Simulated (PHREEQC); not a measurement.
Make-up at 25 °C: 2.9 mmol/kgw HF, 21 mmol/kgw KF and 56 mmol/kgw H2SO4. Closed to the air; pH follows from the charge balance.

Computed with PHREEQC (ion-association model, wateq4f.dat).

No solid was allowed to form.

### Question
Order these F species by the share of F that they hold, largest first: H2F2, F-, HF2-, HF.

### Answer
HF (88 %), H2F2 (9.9 %), F- (1.7 %), HF2- (0.29 %)

The pH is 1.35 and the ionic strength 0.0916 mol/kgw. wateq4f.dat counts part of the HF as a dimer, H2F2, which phreeqc.dat doesn't know; its constant is uncertain.
